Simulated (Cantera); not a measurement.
A Cantera script and what it prints.

```python
import numpy as np
import cantera as ct

gas_names = """
    CO2
""".split()
cond_names = """
    TiO2(ru) TiO2(L) C(gr) Ti3O5(a) Ti3O5(b) Ti3O5(L) Ti2O3(a) Ti2O3(b) Ti2O3(L)
""".split()


# ... load() reads the species with a 1 bar reference pressure and builds the phases ...
species = {s.name: s for s in load("nasa_gas.yaml", gas_names) + load("nasa_condensed.yaml", cond_names)}
# Each term lists the table entries of one substance; the one whose range holds T is used.
reactions = {
    '6 TiO2 + C = CO2(g) + 2 Ti3O5':
        [(-6, ['TiO2(ru)', 'TiO2(L)']), (-1, ['C(gr)']), (1, ['CO2']), (2, ['Ti3O5(a)', 'Ti3O5(b)', 'Ti3O5(L)'])],
    'CO2(g) + 6 Ti2O3 = 4 Ti3O5 + C':
        [(-1, ['CO2']), (-6, ['Ti2O3(a)', 'Ti2O3(b)', 'Ti2O3(L)']), (4, ['Ti3O5(a)', 'Ti3O5(b)', 'Ti3O5(L)']), (1, ['C(gr)'])],
}


def pick(names, T):
    return next(species[n] for n in names if species[n].thermo.min_temp <= T <= species[n].thermo.max_temp)


results = []
for label, terms in reactions.items():
    print(label)
    print("     T/K   dH/kJ  dS/(J/K)   dG/kJ   log10 K")
    for T in [1075, 1175, 1275, 1375, 1475, 1575, 1675]:
        used = [(nu, pick(names, T)) for nu, names in terms]
        dH = sum(nu * s.thermo.h(T) for nu, s in used) / 1e6
        dS = sum(nu * s.thermo.s(T) for nu, s in used) / 1e3
        dG = dH - T * dS / 1e3
        logK = -dG * 1e6 / (ct.gas_constant * T * np.log(10))
        results.append((label, T, dH, dS, dG, logK, [s.name for _, s in used]))
        print(f"{T:8g} {dH:8.1f} {dS:8.1f} {dG:8.1f} {logK:8.2f}")
```

Output:

```
6 TiO2 + C = CO2(g) + 2 Ti3O5
     T/K   dH/kJ  dS/(J/K)   dG/kJ   log10 K
    1075    382.0    224.7    140.5    -6.83
    1175    383.0    225.6    118.0    -5.25
    1275    384.8    227.0     95.4    -3.91
    1375    387.3    228.9     72.6    -2.76
    1475    390.6    231.2     49.6    -1.76
    1575    394.8    233.9     26.3    -0.87
    1675    399.7    237.0      2.8    -0.09
CO2(g) + 6 Ti2O3 = 4 Ti3O5 + C
     T/K   dH/kJ  dS/(J/K)   dG/kJ   log10 K
    1075   -326.1   -127.4   -189.2     9.19
    1175   -331.8   -132.5   -176.2     7.83
    1275   -336.1   -136.0   -162.7     6.67
    1375   -339.0   -138.2   -149.0     5.66
    1475   -340.3   -139.1   -135.1     4.78
    1575   -340.1   -139.0   -121.2     4.02
    1675   -338.2   -137.8   -107.4     3.35
```

Source: NASA polynomial tables (part measured, part estimated), evaluated in Cantera. Condensed species are held in their standard states even where they would react or evaporate.
